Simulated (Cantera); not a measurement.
A Cantera script and what it prints.

```python
import numpy as np
import cantera as ct

gas_names = """
    H2 PH3 OH
""".split()
cond_names = """
    P4O10(s)
""".split()


# ... load() reads the species with a 1 bar reference pressure and builds the phases ...
species = {s.name: s for s in load("nasa_gas.yaml", gas_names) + load("nasa_condensed.yaml", cond_names)}
# Each term lists the table entries of one substance; the one whose range holds T is used.
reactions = {
    'P4O10 + 11 H2(g) = 4 PH3(g) + 10 OH(g)':
        [(-1, ['P4O10(s)']), (-11, ['H2']), (4, ['PH3']), (10, ['OH'])],
}


def pick(names, T):
    return next(species[n] for n in names if species[n].thermo.min_temp <= T <= species[n].thermo.max_temp)


results = []
for label, terms in reactions.items():
    print(label)
    print("     T/K   dH/kJ  dS/(J/K)   dG/kJ   log10 K")
    for T in [300, 450, 500, 550, 600, 650]:
        used = [(nu, pick(names, T)) for nu, names in terms]
        dH = sum(nu * s.thermo.h(T) for nu, s in used) / 1e6
        dS = sum(nu * s.thermo.s(T) for nu, s in used) / 1e3
        dG = dH - T * dS / 1e3
        logK = -dG * 1e6 / (ct.gas_constant * T * np.log(10))
        results.append((label, T, dH, dS, dG, logK, [s.name for _, s in used]))
        print(f"{T:8g} {dH:8.1f} {dS:8.1f} {dG:8.1f} {logK:8.2f}")
```

It prints:

```
P4O10 + 11 H2(g) = 4 PH3(g) + 10 OH(g)
     T/K   dH/kJ  dS/(J/K)   dG/kJ   log10 K
     300   3425.0   1011.8   3121.5  -543.49
     450   3408.5    967.8   2973.0  -345.09
     500   3401.7    953.4   2925.0  -305.56
     550   3394.3    939.5   2877.6  -273.29
     600   3386.6    926.0   2831.0  -246.46
     650   3378.5    913.0   2785.0  -223.80
```

Cantera with NASA thermochemical tables; ideal gases at 1 bar, condensed phases pure. Condensed species are held in their standard states even where they would react or evaporate.
